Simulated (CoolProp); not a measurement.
Vapour-liquid equilibrium of n-octane (1) + o-xylene (2) at 43.95 °C; x and y are mole fractions of (1).

Computed with CoolProp (multi-fluid Helmholtz-energy mixture model, Beckmüller 2019 and Zhou 2012; pair parameters Bell 2016).

```
x     bubble pressure (MPa)  y at the bubble point  dew pressure at overall composition x (MPa)  liquid density (mol/L)
----  ---------------------  ---------------------  -------------------------------------------  ----------------------
0.05               0.002683                  0.105                                     0.002599                   7.967
0.15               0.002980                  0.277                                     0.002756                   7.713
0.25               0.003259                    ___                                     0.002930                     ___
0.35               0.003523                  0.526                                          ___                   7.240
0.45                    ___                  0.622                                     0.003342                   7.021
0.55               0.004018                  0.705                                          ___                   6.812
0.65               0.004253                  0.780                                     0.003855                   6.612
0.75               0.004483                  0.849                                     0.004155                   6.421
0.85               0.004709                  0.912                                     0.004487                   6.238
0.95                    ___                    ___                                          ___                   6.064
```

**Question.** Complete the blanks.

**Answer.** 
- 0.25, y at the bubble point: 0.413
- 0.25, liquid density (mol/L): 7.471
- 0.35, dew pressure at overall composition x (MPa): 0.003125
- 0.45, bubble pressure (MPa): 0.003775
- 0.55, dew pressure at overall composition x (MPa): 0.003585
- 0.95, bubble pressure (MPa): 0.004933
- 0.95, y at the bubble point: 0.972
- 0.95, dew pressure at overall composition x (MPa): 0.004851

No azeotrope shows between x = 0.05 and 0.95.

The pair parameters rest on a limited set of measurements; away from them the model extrapolates.
